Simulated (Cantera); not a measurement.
# N2O + O2 + N2 + SO2 (abatement and gas-phase synthesis)

Input: 1 mol N2O, 0.024 mol O2, 0.35 mol N2, 0.021 mol SO2, at 0.100 bar.

These are equilibrium values from Cantera (NASA tables, ideal gas, pure condensed phases), not measurements of a reactor. Candidate condensed phases: S; 17 gas species. Rates play no part.

From 1798 K to 2798 K nothing is condensed.

```csv
T (K),x N2,x O2,x O,x NO,x SO2
1798,0.710,0.274,0.000198,0.00448,0.0111
1898,0.709,0.273,0.000485,0.00617,0.0111
1998,0.708,0.272,0.00109,0.00821,0.0111
2098,0.706,0.270,0.00225,0.0106,0.0110
2198,0.704,0.267,0.00436,0.0134,0.0110
2298,0.701,0.263,0.00796,0.0165,0.0109
2398,0.697,0.258,0.0138,0.0199,0.0108
2498,0.692,0.250,0.0227,0.0235,0.0106
2598,0.686,0.240,0.0358,0.0271,0.0102
2698,0.677,0.227,0.0540,0.0306,0.00971
2798,0.667,0.210,0.0781,0.0338,0.00896
```
x: gas mole fraction; nothing condenses.
